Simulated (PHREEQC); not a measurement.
A solution holds 0.13 mol/kgw CdSO4, 0.00042 mol/kgw KCl and 0.00078 mol/kgw HCl, at 25 °C. Closed to the air; pH follows from the charge balance.

Model: ion-association model, phreeqc.dat, run in PHREEQC.

This is a speciation only: nothing precipitates in the calculation.

**Question.** Estimate the pH.

**Answer.** pH 3.53.

**Question.** In which forms is Cl present?

**Answer.** CdCl+ 61 %, Cl- 39 % of the Cl.
